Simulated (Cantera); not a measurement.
## Equilibrium for tantalum, niobium, vanadium and zirconium in process gases: Nb + N2O + N2

A closed system holds: 1 mol Nb, 10 mol N2O, 21 mol N2, equilibrated at 16000 Pa.

Cantera equilibrium calculation (NASA polynomials, part measured and part estimated; ideal gas, pure solids and liquids). Candidate condensed phases: Nb, NbO, NbO2, Nb2O5; 12 gas species. Condensed phases not in the tables: the oxides between NbO2 and Nb2O5. Kinetics and transport are ignored.

```json
[
 {"T (K)": "1773", "x N2": "0.891", "x O2": "0.106", "x NO": "0.00287", "x O": "7.66e-5", "x NO2": "2.18e-6", "x NbO2": "3.27e-9", "x N2O": "7.04e-8", "x N": "5.30e-11", "n Nb2O5(s)": "0.500", "n Nb2O5(l)": "0"},
 {"T (K)": "1798", "x N2": "0.890", "x O2": "0.106", "x NO": "0.00312", "x O": "9.73e-5", "x NO2": "2.25e-6", "x NbO2": "6.27e-9", "x N2O": "7.64e-8", "x N": "8.33e-11", "n Nb2O5(s)": "0", "n Nb2O5(l)": "0.500"},
 {"T (K)": "1823", "x N2": "0.890", "x O2": "0.106", "x NO": "0.00339", "x O": "0.000123", "x NO2": "2.32e-6", "x NbO2": "1.15e-8", "x N2O": "8.28e-8", "x N": "1.29e-10", "n Nb2O5(s)": "0", "n Nb2O5(l)": "0.500"},
 {"T (K)": "1848", "x N2": "0.890", "x O2": "0.106", "x NO": "0.00368", "x O": "0.000154", "x NO2": "2.39e-6", "x NbO2": "2.08e-8", "x N2O": "8.94e-8", "x N": "1.98e-10", "n Nb2O5(s)": "0", "n Nb2O5(l)": "0.500"},
 {"T (K)": "1873", "x N2": "0.890", "x O2": "0.106", "x NO": "0.00398", "x O": "0.000192", "x NO2": "2.46e-6", "x NbO2": "3.69e-8", "x N2O": "9.65e-8", "x N": "3.01e-10", "n Nb2O5(s)": "0", "n Nb2O5(l)": "0.500"},
 {"T (K)": "1898", "x N2": "0.890", "x O2": "0.106", "x NO": "0.00430", "x O": "0.000238", "x NO2": "2.53e-6", "x NbO2": "6.45e-8", "x N2O": "1.04e-7", "x N": "4.51e-10", "n Nb2O5(s)": "0", "n Nb2O5(l)": "0.500"},
 {"T (K)": "1923", "x N2": "0.890", "x O2": "0.105", "x NO": "0.00463", "x O": "0.000294", "x NO2": "2.60e-6", "x NbO2": "1.11e-7", "x N2O": "1.12e-7", "x N": "6.70e-10", "n Nb2O5(s)": "0", "n Nb2O5(l)": "0.500"},
 {"T (K)": "1948", "x N2": "0.889", "x O2": "0.105", "x NO": "0.00497", "x O": "0.000360", "x NO2": "2.67e-6", "x NbO2": "1.88e-7", "x N2O": "1.20e-7", "x N": "9.84e-10", "n Nb2O5(s)": "0", "n Nb2O5(l)": "0.500"},
 {"T (K)": "1973", "x N2": "0.889", "x O2": "0.105", "x NO": "0.00534", "x O": "0.000439", "x NO2": "2.74e-6", "x NbO2": "3.14e-7", "x N2O": "1.28e-7", "x N": "1.43e-9", "n Nb2O5(s)": "0", "n Nb2O5(l)": "0.500"},
 {"T (K)": "1998", "x N2": "0.889", "x O2": "0.105", "x NO": "0.00571", "x O": "0.000533", "x NO2": "2.81e-6", "x NbO2": "5.17e-7", "x N2O": "1.37e-7", "x N": "2.07e-9", "n Nb2O5(s)": "0", "n Nb2O5(l)": "0.500"}
]
```
x: gas mole fraction; n: condensed amount in mol.

At 1773 K the condensed part is Nb2O5(s). From 1798 K to 1998 K the condensed part is Nb2O5(l).
